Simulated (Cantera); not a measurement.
Input (Python, Cantera) and output of one run.

```python
import numpy as np
import cantera as ct

gas_names = """
    AL ALH ALO ALOH ALO2 ALO2H AL2 AL2O AL2O2 H HALO HO2 H2 H2O H2O2 O OH O2 O3
""".split()
cond_names = """
    AL(cr) AL(L) AL2O3(a) AL2O3(L) H2O(s) H2O(L)
""".split()


# ... load() reads the species with a 1 bar reference pressure and builds the phases ...
atoms = {
    'Al2O3': {'AL': 2, 'O': 3},
    'H2': {'H': 2},
}
top_T = {}  # K; cautious upper limits of use, not melting points


# ... equilibrate(T, P, feed) seeds the gas with the atoms and calls Mixture.equilibrate('TP', solver="vcs", rtol=1e-11, max_steps=5000) ...
results = []
feed = {'Al2O3': 1, 'H2': 2.5}  # mol
P = 94  # Pa
for T in [2050, 2100, 2150, 2200, 2250, 2300, 2350, 2400, 2450, 2500, 2550]:
    mix = equilibrate(T, P, feed)
    results.append((T, P, feed, dict(zip(mix.species_names, mix.species_moles))))
    x = sorted(zip(gas.X, gas.species_names), reverse=True)
    print(f"T = {T:g} K  P = {P:g} Pa  gas = {mix.phase_moles(0):.4g} mol")
    print("   x: " + "  ".join(f"{s} {v:.3e}" for v, s in x if v > 0.001))
    print("   condensed (mol): " + ("  ".join(f"{mix.phase(i).name} {mix.phase_moles(i):.4g}"
          for i in range(1, mix.n_phases) if mix.phase_moles(i) > 1e-12) or "none"))
```

Result:

```
T = 2050 K  P = 94 Pa  gas = 2.596 mol
   x: H2 9.253e-01  H 7.117e-02  H2O 2.117e-03  AL 1.173e-03
   condensed (mol): AL2O3(a) 0.9979
T = 2100 K  P = 94 Pa  gas = 2.632 mol
   x: H2 8.983e-01  H 9.632e-02  H2O 3.197e-03  AL 1.757e-03
   condensed (mol): AL2O3(a) 0.9968
T = 2150 K  P = 94 Pa  gas = 2.68 mol
   x: H2 8.641e-01  H 1.279e-01  H2O 4.703e-03  AL 2.568e-03
   condensed (mol): AL2O3(a) 0.9951
T = 2200 K  P = 94 Pa  gas = 2.741 mol
   x: H2 8.218e-01  H 1.665e-01  H2O 6.732e-03  AL 3.664e-03
   condensed (mol): AL2O3(a) 0.9927
T = 2250 K  P = 94 Pa  gas = 2.819 mol
   x: H2 7.708e-01  H 2.127e-01  H2O 9.369e-03  AL 5.109e-03
   condensed (mol): AL2O3(a) 0.9892
T = 2300 K  P = 94 Pa  gas = 2.916 mol
   x: H2 7.108e-01  H 2.661e-01  H2O 1.266e-02  AL 6.967e-03  AL2O 1.291e-03
   condensed (mol): AL2O3(a) 0.9843
T = 2350 K  P = 94 Pa  gas = 3.037 mol
   x: H2 6.427e-01  H 3.261e-01  H2O 1.634e-02  AL 9.235e-03  AL2O 1.755e-03  OH 1.429e-03
   condensed (mol): AL2O3(L) 0.9777
T = 2400 K  P = 94 Pa  gas = 3.183 mol
   x: H2 5.681e-01  H 3.910e-01  H2O 2.004e-02  AL 1.193e-02  OH 2.536e-03  AL2O 2.257e-03  ALO 1.729e-03  O 1.169e-03  ALOH 1.023e-03
   condensed (mol): AL2O3(L) 0.9691
T = 2450 K  P = 94 Pa  gas = 3.359 mol
   x: H2 4.886e-01  H 4.581e-01  H2O 2.358e-02  AL 1.523e-02  OH 4.319e-03  ALO 2.996e-03  AL2O 2.868e-03  O 2.687e-03  ALOH 1.265e-03
   condensed (mol): AL2O3(L) 0.9571
T = 2500 K  P = 94 Pa  gas = 3.573 mol
   x: H 5.232e-01  H2 4.071e-01  H2O 2.636e-02  AL 1.941e-02  OH 7.021e-03  O 5.936e-03  ALO 5.085e-03  AL2O 3.640e-03  ALOH 1.522e-03
   condensed (mol): AL2O3(L) 0.9396
T = 2550 K  P = 94 Pa  gas = 3.837 mol
   x: H 5.814e-01  H2 3.266e-01  H2O 2.765e-02  AL 2.497e-02  O 1.254e-02  OH 1.079e-02  ALO 8.497e-03  AL2O 4.687e-03  ALOH 1.787e-03
   condensed (mol): AL2O3(L) 0.9129
```

Equilibrium computed with Cantera from the NASA thermochemical tables; the gas is ideal and each condensed phase is pure. The tables' values for AlOH are old estimates; treat these amounts as uncertain.
